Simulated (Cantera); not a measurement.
A closed system holds: 1 mol Ta2O5, 2.2 mol CH4, 1 mol CO, at 1648 K.

Equilibrium computed with Cantera from the NASA thermochemical tables; the gas is ideal and each condensed phase is pure. Candidate condensed phases: C, C6H6, C7H8, C8H18, H2O, Ta, TaC, Ta2O5; 113 gas species. Mutual solubility and eutectic melting of coexisting phases are not modelled. TaC: taken at fixed stoichiometry. Condensed phases not in the tables: Ta2C. Rates play no part.

x: gas mole fraction; n: condensed amount in mol.

| P (Pa) | x H2 | x CO | x H | x H2O | x CH4 | x CO2 | x TaO2 | n TaC(s) | n Ta2O5(s) |
|---|---|---|---|---|---|---|---|---|---|
| 10 | 0.625 | 0.367 | 0.00704 | 0.000223 | ? | 4.08e-5 | 5.15e-6 | 0.629 | 0.685 |
| 100 | 0.629 | 0.368 | 0.00223 | 0.000433 | ? | 7.90e-5 | 3.70e-7 | 0.630 | 0.685 |
| 1000 | 0.630 | 0.368 | 0.000707 | 0.000836 | ? | 0.000153 | 2.67e-8 | 0.631 | 0.685 |
| 10000 | 0.630 | 0.368 | 0.000223 | 0.00161 | ? | 0.000295 | 1.92e-9 | 0.632 | 0.684 |
| 100000 | 0.629 | 0.368 | 7.06e-5 | 0.00311 | ? | 0.000568 | 1.38e-10 | 0.636 | 0.682 |
| 1000000 | 0.625 | 0.366 | 2.23e-5 | 0.00597 | ? | 0.00109 | 9.95e-12 | 0.640 | 0.680 |

Q: Some entries are withheld; supply them.

A: 
- 10, x CH4: 3.52e-12
- 100, x CH4: 1.85e-10
- 1000, x CH4: 9.60e-9
- 10000, x CH4: 4.97e-7
- 100000, x CH4: 2.56e-5
- 1000000, x CH4: 0.00131
